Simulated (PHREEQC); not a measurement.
1 kg of water holding 28 mmol/kgw Na2SO4 and 26 mmol/kgw NaHCO3 meets 20 L of dry gas (H2 0.29, N2 0.71 by moles) at fixed total pressure, at 1 atm; fugacities by Peng-Robinson. The gases take part in no redox reaction, some water evaporates into the gas, and hydrates or a liquid gas phase aren't modelled. Precipitation was switched off in this run.

All values are PHREEQC results (ion-association model, phreeqc.dat), not measurements.

```tsv
T (°C)	dissolved H2 (mol/kgw)	φ of H2	p of H2 (atm)	dissolved N2 (mol/kgw)
10	0.000247	1.000	0.286	0.000583
20	0.000226	1.000	0.283	0.000486
30	0.000210	1.000	0.278	0.000415
40	0.000196	1.000	0.269	0.000360
50	0.000182	1.000	0.255	0.000314
60	0.000165	1.001	0.233	0.000270
70	0.000144	1.001	0.201	0.000224
80	0.000113	1.002	0.155	0.000169
```

Species that the database lacks are ignored. At this temperature some constants are extrapolated from 25 °C, and those without enthalpy data are left unchanged.
